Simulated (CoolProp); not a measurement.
cis-2-butene along the isobar 246 bar: fugacity coefficient from the reference equation and from simpler models built on Tc = 435.8 K, pc = 42.36 bar, ω = 0.202; each cubic takes its own stable root.

Model: reference Helmholtz-energy equation of state, Lemmon 2005, in CoolProp. It is a short technical equation, of lower accuracy than the large ones.

```
T (K)          phase  reference
-----  -------------  ---------
393.3         liquid     0.1354
404.3         liquid     0.1569
415.2         liquid     0.1795
426.2         liquid     0.2035
437.2  supercritical     0.2286
448.2  supercritical     0.2547
459.1  supercritical     0.2812
470.1  supercritical     0.3085
481.1  supercritical     0.3362
492.1  supercritical     0.3641
503    supercritical     0.3918
514    supercritical     0.4196
525    supercritical     0.4473
```

Question: How far does each simpler model (van der Waals, Soave-Redlich-Kwong) lie from the reference over these 13 states: mean and median of the absolute difference, and the worst?

Answer: 
- van der Waals: mean 31.6 %, median 25.8 %, worst +79.2 % at 393.3 K and 246 bar
- Soave-Redlich-Kwong: mean 10.3 %, median 10.4 %, worst +10.5 % at 492.1 K and 246 bar
